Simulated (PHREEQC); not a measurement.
A solution holds 18 mmol/kgw KH2PO4, 0.47 mmol/kgw HCl and 0.000207 mmol/kgw H4SiO4, at 25 °C. Closed to the air; pH follows from the charge balance.

The numbers come from PHREEQC with the ion-association model, phreeqc.dat.

```
Quantity                       Value
--------------------  --------------
pH                              3.85
ionic strength        0.0182 mol/kgw
specific conductance      1800 µS/cm
total alkalinity       -0.470 meq/kg
```

```json
[
 {"species": "K+", "molality": "0.0180", "activity": "0.0157", "log γ": "-0.059"},
 {"species": "H2PO4-", "molality": "0.0177", "activity": "0.0155", "log γ": "-0.055"},
 {"species": "Cl-", "molality": "0.000470", "activity": "0.000410", "log γ": "-0.059"},
 {"species": "H3PO4", "molality": "0.000323", "activity": "0.000324", "log γ": "0.002"},
 {"species": "H+", "molality": "0.000159", "activity": "0.000142", "log γ": "-0.049"},
 {"species": "HPO4-2", "molality": "1.14e-5", "activity": "6.81e-6", "log γ": "-0.225"},
 {"species": "KHPO4-", "molality": "2.37e-7", "activity": "2.09e-7", "log γ": "-0.055"},
 {"species": "H4SiO4", "molality": "2.07e-7", "activity": "2.08e-7", "log γ": "0.002"}
]
```

Precipitation was switched off in this run.
